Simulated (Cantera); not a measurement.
Standard-state values (1 bar) from the NASA 1993 polynomials, evaluated with Cantera. Values are per mole of reaction as written; species without (g) are pure solids or liquids, kept so even where they would boil at 1 bar.

3 HF(g) + B → 3 H(g) + BF3(g)

```csv
T (K),ΔH° (kJ),ΔS° (J/K),ΔG° (kJ),log10 K
300,336.0,71.4,314.6,-54.78
800,345.8,89.9,273.9,-17.88
850,[?],[?],[?],[?]
900,348.1,92.6,264.8,-15.37
950,349.3,93.8,260.1,-14.30
1000,350.4,95.0,255.4,-13.34
1050,351.5,96.1,250.6,-12.47
1100,352.6,97.1,245.8,-11.67
1150,[?],[?],[?],[?]
1200,354.7,98.9,236.0,-10.27
```

Complete the blanks.


- 850, ΔH° (kJ): 347.0
- 850, ΔS° (J/K): 91.3
- 850, ΔG° (kJ): 269.4
- 850, log10 K: -16.55
- 1150, ΔH° (kJ): 353.7
- 1150, ΔS° (J/K): 98.1
- 1150, ΔG° (kJ): 240.9
- 1150, log10 K: -10.94
